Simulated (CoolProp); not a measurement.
Saturation properties of R141b (Tc = 477.5 K, pc = 4.212 MPa, ω = 0.220).

Computed with CoolProp (reference Helmholtz-energy equation of state, Lemmon 2006). It is a short technical equation, of lower accuracy than the large ones.

| T (K) | p (MPa) | liquid density (kg/m³) | vapour density (kg/m³) | enthalpy of vaporisation (kJ/kg) | vapour viscosity (µPa s) | liquid conductivity (mW/(m K)) |
|---|---|---|---|---|---|---|
| 381.8 | 0.8177 | 1051 | 35.81 | 178.9 | 11.6 | ? |
| 389 | 0.9500 | 1032 | 41.70 | 173.7 | 12.0 | 67.9 |
| 396.2 | 1.097 | 1012 | 48.38 | 168.2 | 12.3 | 66.4 |
| 403.4 | 1.261 | 992.0 | 55.99 | 162.4 | 12.7 | 64.9 |
| 410.6 | 1.442 | 970.5 | 64.66 | ? | 13.1 | 63.5 |
| 417.8 | 1.641 | 947.8 | 74.60 | 149.5 | 13.5 | 62.1 |
| 425 | 1.859 | 923.5 | 86.05 | 142.3 | 14.0 | 60.8 |
| 432.2 | 2.099 | 897.5 | 99.36 | 134.5 | 14.5 | 59.5 |
| 439.4 | 2.360 | 869.2 | 115.0 | 125.8 | ? | 58.3 |
| 446.6 | 2.646 | 837.9 | 133.8 | 116.1 | 15.9 | ? |
| 453.8 | 2.958 | 802.2 | 157.1 | 105.0 | 16.8 | 56.3 |

Q: Complete the blanks.

A: 
- 381.8, liquid conductivity (mW/(m K)): 69.5
- 410.6, enthalpy of vaporisation (kJ/kg): 156.2
- 439.4, vapour viscosity (µPa s): 15.1
- 446.6, liquid conductivity (mW/(m K)): 57.2

It boils at 305.2 K under 1 atm.

Viscosity comes from a separate model (Huber 2003), an estimate that may be off by 10 % or more. Thermal conductivity comes from a separate model (Huber 2003), an estimate that may be off by 10 % or more.
